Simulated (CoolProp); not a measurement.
20 sccm (0 °C, 1 atm) of nitrogen bubbles through liquid n-heptane at 280.1 K and leaves saturated at a total pressure of 0.00665 MPa (ideal gas phase). Each further row changes one setting.

Computed with CoolProp (reference Helmholtz-energy equation of state, Span 2003). It is a short technical equation, of lower accuracy than the large ones.

| case | vapour pressure (kPa) | mole fraction of vapour | delivery (mg/min) | delivery (sccm) | change of delivery for a bath 1 K warmer (%) |
|---|---|---|---|---|---|
| as stated | 2.31 | … | 47.5 | … | 9.4 |
| bath temperature 285.1 K | … | 0.461 | … | 17.1 | … |
| total pressure 0.0133 MPa | 2.31 | 0.173 | 18.8 | 4.20 | … |

**Question.** Some entries are withheld; supply them.

**Answer.** 
- as stated, mole fraction of vapour: 0.347
- as stated, delivery (sccm): 10.6
- bath temperature 285.1 K, vapour pressure (kPa): 3.06
- bath temperature 285.1 K, delivery (mg/min): 76.4
- bath temperature 285.1 K, change of delivery for a bath 1 K warmer (%): 11
- total pressure 0.0133 MPa, change of delivery for a bath 1 K warmer (%): 7.3
